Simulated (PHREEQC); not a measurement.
Dissolve 0.0038 mol/kgw MnSO4, 0.00035 mol/kgw MgSO4 and 0.069 mol/kgw Na2SO4 at 25 °C. Closed to the air; pH follows from the charge balance.

Computed with PHREEQC (ion-association model, phreeqc.dat).

Precipitation was switched off in this run.

Question: Estimate the pH.

Answer: pH 7.00.

Question: In which forms is Mn present?

Answer: Mn+2 50 %, MnSO4 50 % of the Mn.
